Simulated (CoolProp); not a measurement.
A simple Rankine cycle with R11: condensing at 330.15 K, boiler at 3.38 MPa, turbine inlet 468 K, turbine efficiency 0.6, pump efficiency 0.7, no recuperator. Each further row changes one setting.

Values from CoolProp's reference Helmholtz-energy equation of state, Jacobsen 1992.

```json
[
 {"case": "as stated", "thermal efficiency (%)": "?", "net work (kJ/kg)": "26.0", "heat in (kJ/kg)": "222", "turbine exit temperature (K)": "?", "volume ratio over the turbine": "13.9"},
 {"case": "turbine inlet 488 K", "thermal efficiency (%)": "12.0", "net work (kJ/kg)": "29.0", "heat in (kJ/kg)": "242", "turbine exit temperature (K)": "398.7", "volume ratio over the turbine": "?"},
 {"case": "condensing temperature 322.15 K", "thermal efficiency (%)": "?", "net work (kJ/kg)": "28.6", "heat in (kJ/kg)": "230", "turbine exit temperature (K)": "368.1", "volume ratio over the turbine": "17.4"},
 {"case": "boiler pressure 2.37 MPa", "thermal efficiency (%)": "10.9", "net work (kJ/kg)": "?", "heat in (kJ/kg)": "238", "turbine exit temperature (K)": "?", "volume ratio over the turbine": "8.62"},
 {"case": "turbine efficiency 0.5", "thermal efficiency (%)": "9.5", "net work (kJ/kg)": "21.1", "heat in (kJ/kg)": "222", "turbine exit temperature (K)": "380.9", "volume ratio over the turbine": "?"}
]
```

Question: Fill in the missing entries.

Answer: 
- as stated, thermal efficiency (%): 11.7
- as stated, turbine exit temperature (K): 373.4
- turbine inlet 488 K, volume ratio over the turbine: 12.9
- condensing temperature 322.15 K, thermal efficiency (%): 12.5
- boiler pressure 2.37 MPa, net work (kJ/kg): 25.8
- boiler pressure 2.37 MPa, turbine exit temperature (K): 397.5
- turbine efficiency 0.5, volume ratio over the turbine: 14.3
